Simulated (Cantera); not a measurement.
A Cantera script and what it prints.

```python
import numpy as np
import cantera as ct

gas_names = """
    H H2 N NH NH2 NH3 N2 N2H2 N2H4 Si SiH SiH2 SiH3 SiH4 SiN Si2 Si2N Si3
""".split()
cond_names = """
    Si(cr) Si(L) Si3N4(a)
""".split()


# ... load() reads the species with a 1 bar reference pressure and builds the phases ...
atoms = {
    'Si3N4': {'Si': 3, 'N': 4},
    'Si': {'Si': 1},
    'H2': {'H': 2},
}
top_T = {'Si3N4(a)': 2400}  # K; cautious upper limits of use, not melting points


# ... equilibrate(T, P, feed) seeds the gas with the atoms and calls Mixture.equilibrate('TP', solver="vcs", rtol=1e-11, max_steps=5000) ...
results = []
feed = {'Si3N4': 1, 'Si': 0.044, 'H2': 0.18}  # mol
P = 1333.22  # Pa
for T in [1600, 1625, 1650, 1675, 1700, 1725, 1750, 1775, 1800]:
    mix = equilibrate(T, P, feed)
    results.append((T, P, feed, dict(zip(mix.species_names, mix.species_moles))))

top = {s: max(r[3][s] / sum(r[3][g] for g in gas_names) for r in results) for s in gas_names}
cols = sorted((s for s in top if top[s] > 0.001), key=lambda s: -top[s])[:7]
seen = [c for c in cond_names if any(r[3].get(c, 0) > 1e-12 for r in results)]
print("log10 of partial pressures in bar; condensed amounts in mol")
print(f"{'T/K':>10s}" + "".join(f"{s[:9]:>10s}" for s in cols + seen))
for T, P, feed, n in results:
    ng = sum(n[g] for g in gas_names)
    print(f"{T:10.4g}" + "".join(f"{np.log10(max(n[s] / ng * P / 1e5, 1e-99)):10.3f}" for s in cols)
          + "".join(f"{n.get(c, 0):10.4g}" for c in seen))
```

Result:

```
log10 of partial pressures in bar; condensed amounts in mol
       T/K        H2        N2         H    Si(cr)     Si(L)  Si3N4(a)
      1600    -1.885    -3.524    -5.207    0.0502         0    0.9979
      1625    -1.891    -3.340    -5.097   0.05359         0    0.9968
      1650    -1.899    -3.161    -4.991   0.05873         0    0.9951
      1675    -1.910    -2.988    -4.890   0.06654         0    0.9925
      1700    -1.930    -2.807    -4.797         0   0.07979    0.9881
      1725    -1.964    -2.611    -4.713         0    0.1049    0.9797
      1750    -2.022    -2.420    -4.644         0    0.1518     0.964
      1775    -2.126    -2.235    -4.601         0    0.2536    0.9301
      1800    -2.347    -2.055    -4.619         0    0.5708    0.8243
```

Equilibrium computed with Cantera from the NASA thermochemical tables; the gas is ideal and each condensed phase is pure. Mutual solubility and eutectic melting of coexisting phases are not modelled. Gases not in the tables: Si2H6 and higher silanes.
